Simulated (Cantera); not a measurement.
Charge: 1 mol V2O3, 24 mol H2, 19 mol N2, held at 1348.15 K and 0.000100 bar.

Cantera equilibrium calculation (NASA polynomials, part measured and part estimated; ideal gas, pure solids and liquids). Candidate condensed phases: H2O, V, VN, VO, V2O3, V2O4, V2O5; 28 gas species. Mutual solubility and eutectic melting of coexisting phases are not modelled. VO: taken at fixed stoichiometry. Condensed phases not in the tables: the oxides between V2O3 and V2O5 other than VO2. The numbers say what is thermodynamically allowed, not how fast it happens.

Base state: H2 0.557, N2 0.442, H2O 0.000794, H 0.000173 (mole fractions); condensed: VO(s) + V2O3(s).

Problem. What changes in the equilibrium state with this change: temperature from 1348.15 K to 1975 K?

Solution. 
| species | before | after |
|---|---|---|
| H2 | 0.557 | 0.464 |
| N2 | 0.442 | 0.407 |
| H | 0.000173 | 0.0932 |
| VO | 4.27e-9 | 0.0131 |
| VO2 | 3.23e-8 | 0.0194 |
| V | <1e-9 | 0.000798 |
| OH | 3.97e-9 | 5.22e-5 |
| H2O | 0.000794 | 0.00273 |
| VO(s), mol | 0.0683 | 0.442 |
| V2O3(s), mol | 0.966 | 0 |

Problem. What changes in the equilibrium state with this change: temperature from 1348.15 K to 2073.15 K?

Solution. 
```
species         before     after
------------  --------  --------
H2               0.557     0.403
N2               0.442     0.387
H             0.000173     0.167
VO             4.27e-9    0.0191
VO2            3.23e-8    0.0198
V                <1e-9   0.00185
O                <1e-9   3.18e-5
OH             3.97e-9  0.000107
H2O           0.000794   0.00226
VO(s), mol      0.0683         0
V2O3(s), mol     0.966         0
```
